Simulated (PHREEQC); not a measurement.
Dissolve 15 mmol/kgw KF and 1.7 mmol/kgw NaF at 25 °C. Closed to the air; pH follows from the charge balance.

Model: ion-association model, phreeqc.dat, run in PHREEQC.

Each row changes one thing in this solution. This is a speciation only: nothing precipitates in the calculation.

| case | pH | NaF (mol/kgw) | HF (mol/kgw) |
|---|---|---|---|
| as made | 7.66 | 1.25e-5 | 4.76e-7 |
| 0.00026 mol/kgw LiOH added | 10.35 | 1.24e-5 | 9.70e-10 |
| temperature from 25 to 40 °C | 7.49 | 1.24e-5 | 9.32e-7 |
| 0.0011 mol/kgw HBr added | 4.32 | 1.16e-5 | 0.000987 |
| 0.008 mol/kgw KOH added | 11.83 | 1.19e-5 | 3.15e-11 |
| diluted 100-fold with water | 7.04 | 1.59e-9 | 2.23e-8 |
| diluted 10-fold with water | 7.26 | 1.49e-7 | 1.33e-7 |

Complexes and solids missing from the database can't appear. Constants without temperature data keep their 25 °C values here.
